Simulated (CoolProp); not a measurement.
Vapour-liquid equilibrium of n-perfluorobutane (1) + R365MFC (2) at 81.55 °C; x and y are mole fractions of (1).

Computed with CoolProp (multi-fluid Helmholtz-energy mixture model, Gao 2022 and Lemmon 2016; pair parameters Bell 2016).

### Question
Give the bubble pressure and the first vapour's composition at x = 0.25, 0.55, 0.75. Is there an azeotrope?

### Answer
x = 0.25: 0.8141 MPa, y = 0.582; x = 0.55: 1.022 MPa, y = 0.725; x = 0.75: 1.120 MPa, y = 0.819. No azeotrope shows between x = 0.05 and 0.95.

Pair parameters are fitted to limited data, so mixtures are less certain than the pure fluids.
